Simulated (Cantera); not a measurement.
A closed system holds: 1 mol TiC, 0.011 mol H2, held at 10.0 mbar.

Equilibrium computed with Cantera from the NASA thermochemical tables; the gas is ideal and each condensed phase is pure. Candidate condensed phases: C, C6H6, C7H8, C8H18, Ti, TiC; 77 gas species. TiC: taken at fixed stoichiometry. Equilibrium is a limit: real reactors are often held back by kinetics, nucleation or transport. All values below are at 2798 K.

Base state: H 0.542, H2 0.444, Ti 0.00933, C2H2 (acetylene) 0.00337, C2H 0.000517, C3 0.000338, C 0.000309, C2 6.89e-5 (mole fractions); condensed: TiC(s).

Problem. What changes in the equilibrium state with this change: TiC replaced by BN?

Solution. 
```tsv
species	before	after
N2	0	0.851
B	0	0.111
H	0.542	0.0339
H2	0.444	0.00174
Ti	0.00933	0
C2H2 (acetylene)	0.00337	0
BN	0	0.00250
C2H	0.000517	0
C3	0.000338	0
TiC(s), mol	1.000	0
B(l), mol	0	0.934
```
The tables' values for BH2 are old estimates; treat these amounts as uncertain. Further candidate phases: B, BN.
